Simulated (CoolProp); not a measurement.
Model: reference Helmholtz-energy equation of state, Setzmann 1991, in CoolProp.

Task: For methane, give the phase and the cv (kJ/(kg K)), fugacity coefficient at -67.15 °C and 8.62 MPa.

Result: 
- -67.15 °C and 8.62 MPa: supercritical; cv 1.93, fugacity coefficient 0.537
